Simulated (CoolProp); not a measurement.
Cyclopropane along the isotherm 86.65 °C: density (kg/m³) from the reference equation and from simpler models built on Tc = 125.5 °C, pc = 5605 kPa, ω = 0.131; each cubic takes its own stable root.

Values from CoolProp's reference Helmholtz-energy equation of state, Polt 1992. This equation is an older, rougher fit; its heat capacities, sound speeds and derivatives of the liquid may be far off and weren't checked against measurements.

```tsv
p (kPa)	phase	reference
88.5	gas	1.254
168	gas	2.398
318	gas	4.600
603	gas	8.961
1140	gas	17.92
2170	gas	39.32
4110	liquid	510.5
7790	liquid	530.8
14800	liquid	557.2
28000	liquid	590.3
```

Question: How far does each simpler model (van der Waals, Redlich-Kwong, Soave-Redlich-Kwong) lie from the reference over these 10 states: mean and median of the absolute difference, and the worst?

Answer: 
- van der Waals: mean 14.3 %, median 4.3 %, worst -37.4 % at 86.65 °C and 4110 kPa
- Redlich-Kwong: mean 4.6 %, median 1.2 %, worst -14.8 % at 86.65 °C and 4110 kPa
- Soave-Redlich-Kwong: mean 3.9 %, median 0.8 %, worst -12.7 % at 86.65 °C and 4110 kPa
